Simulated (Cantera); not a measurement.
## Gas activation for diamond growth

An isothermal, constant-pressure homogeneous reactor starts with 1.18 % CH4, 98.7 % H2, 0.138 % H2O, at 2073 K and 0.270 bar.

Cantera simulation using GRI-Mech 3.0 (53 species, 325 reactions); the numbers are that mechanism's predictions, not measurements. GRI-Mech 3.0 stops at C3 and has no aromatics, soot or wall deposition, so with more carbon than oxygen in the feed, carbon stays in small species such as C2H2 where larger ones or solid carbon would form.

```
t (s)        x CH4   x H2     x CH2    x C2H2     x CH3    x C2H
--------  --------  -----  --------  --------  --------  -------
2.00e-6     0.0118  0.987  1.32e-10    <1e-12   6.99e-6   <1e-12
1.12e-5     0.0118  0.987   3.36e-9  6.67e-11   2.68e-5   <1e-12
6.32e-5     0.0117  0.986   1.00e-7   7.15e-8  0.000134   <1e-12
0.000356    0.0111  0.984   2.15e-6   5.43e-5  0.000610  3.63e-9
0.00200    0.00791  0.984   4.48e-6   0.00153  0.000749  1.77e-7
0.0112     0.00285  0.986   1.83e-6   0.00425  0.000279  5.07e-7
0.0632    0.000657  0.988   4.49e-7   0.00535   6.54e-5  6.49e-7
0.356     0.000294  0.988   2.04e-7   0.00523   2.94e-5  6.37e-7
2.00      0.000191  0.988   1.32e-7   0.00504   1.90e-5  6.13e-7
```
x: mole fraction; the columns are a selection and need not sum to one.

Equilibrium at this temperature and pressure: CH4 0.000189, H2 0.988, CH2 1.31e-7, C2H2 0.00504, CH3 1.88e-5, C2H 6.13e-7 (gas phase only).
